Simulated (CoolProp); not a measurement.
A single-stage vapour-compression cycle with the fluid: evaporating at 299.15 K (dew point), condensing at 369.15 K (bubble point), superheat 10 K, subcooling 0 K, compressor efficiency 0.8, no pressure losses. The same conditions are run with several fluids, on thermodynamics alone (safety and materials aside).

The numbers come from the reference Helmholtz-energy equation of state of each fluid (isobutene: Lemmon 2005; n-perfluoropentane: Gao 2022; R365MFC: Lemmon 2016; cyclopropane: Polt 1992; trans-2-butene: Lemmon 2005) in CoolProp. The equations of Platzer and Polt are older, rougher fits.

```json
[
 {"fluid": "isobutene", "cooling COP": "2.15", "pressure ratio": "5.39", "discharge temperature (K)": "379.4", "refrigerating effect (kJ/kg)": "191", "volumetric capacity (kJ/m³)": "1420"},
 {"fluid": "n-perfluoropentane", "cooling COP": "1.10", "pressure ratio": "7.84", "discharge temperature (K)": "369.1", "refrigerating effect (kJ/kg)": "21.0", "volumetric capacity (kJ/m³)": "221"},
 {"fluid": "R365MFC", "cooling COP": "2.20", "pressure ratio": "9.01", "discharge temperature (K)": "369.1", "refrigerating effect (kJ/kg)": "103", "volumetric capacity (kJ/m³)": "360"},
 {"fluid": "cyclopropane", "cooling COP": "2.16", "pressure ratio": "___", "discharge temperature (K)": "400.5", "refrigerating effect (kJ/kg)": "___", "volumetric capacity (kJ/m³)": "3180"},
 {"fluid": "trans-2-butene", "cooling COP": "2.29", "pressure ratio": "___", "discharge temperature (K)": "381.5", "refrigerating effect (kJ/kg)": "218", "volumetric capacity (kJ/m³)": "1230"}
]
```

Fill in the missing entries.


- cyclopropane, pressure ratio: 4.57
- cyclopropane, refrigerating effect (kJ/kg): 231
- trans-2-butene, pressure ratio: 5.76

The compression ends wet for: n-perfluoropentane; R365MFC.
